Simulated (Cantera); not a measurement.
Feed: 1 mol HgO, 0.6 mol H2, at 900 K and 1.00 bar.

Cantera equilibrium calculation (NASA polynomials, part measured and part estimated; ideal gas, pure solids and liquids). Candidate condensed phases: H2O, Hg, HgO; 10 gas species. Kinetics and transport are ignored.

Base state: Hg 0.556, H2O 0.333, O2 0.111 (mole fractions); condensed: gas only.

Task: What changes in the equilibrium state with this change: HgO replaced by Fe(CO)5?

Result: 
| species | before | after |
|---|---|---|
| CO2 | 0 | 0.498 |
| CO | 0 | 0.299 |
| H2 | <1e-9 | 0.115 |
| Hg | 0.556 | 0 |
| O2 | 0.111 | <1e-9 |
| H2O | 0.333 | 0.0835 |
| CH4 | 0 | 0.00414 |
| C(graphite), mol | 0 | 2.68 |
| FeO(s), mol | 0 | 1.00 |
The tables' stoichiometric FeO is somewhat more stable than real wüstite, so its field is too wide. FeO: taken at fixed stoichiometry. Further candidate phases: C, C6H6, C7H8, C8H18, Fe, Fe(CO)5, FeO, Fe(OH)2, Fe(OH)3, Fe2O3, Fe3O4.

Task: What changes in the equilibrium state with this change: H2 from 0.6 to 61 mol?

Result: 
```json
[
 {"species": "H2", "before": "<1e-9", "after": "0.968"},
 {"species": "Hg", "before": "0.556", "after": "0.0161"},
 {"species": "H2O", "before": "0.333", "after": "0.0161"},
 {"species": "O2", "before": "0.111", "after": "<1e-9"}
]
```
